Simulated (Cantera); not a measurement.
A perfectly stirred reactor is fed with NO : N₂ = 1 : 2.9 (molar parts), at 20.3 Torr; it is held at 1550 K, and followed from long to short residence time.

Cantera simulation using GRI-Mech 3.0 (53 species, 325 reactions); the numbers are that mechanism's predictions, not measurements. Radical loss at walls, strong at low pressure, is not modelled.

### Question
What does this change do: pressure from 20.3 Torr to 0.800 bar?

### Answer
```tsv
quantity	before	after
x(NO) at τ = 8.50 s	0.256	0.242
x(O) at τ = 8.50 s	2.45e-6	8.21e-7
x(NO₂) at τ = 8.50 s	1.48e-5	0.000197
x(N₂O) at τ = 8.50 s	1.99e-5	2.03e-5
x(O₂) at τ = 8.50 s	0.000251	0.00685
x(NO) at τ = 0.120 s	0.256	0.256
x(O) at τ = 0.120 s	9.51e-7	3.03e-7
x(NO₂) at τ = 0.120 s	2.68e-6	7.05e-5
x(N₂O) at τ = 0.120 s	3.13e-6	1.89e-5
x(O₂) at τ = 0.120 s	3.45e-7	6.38e-5
```
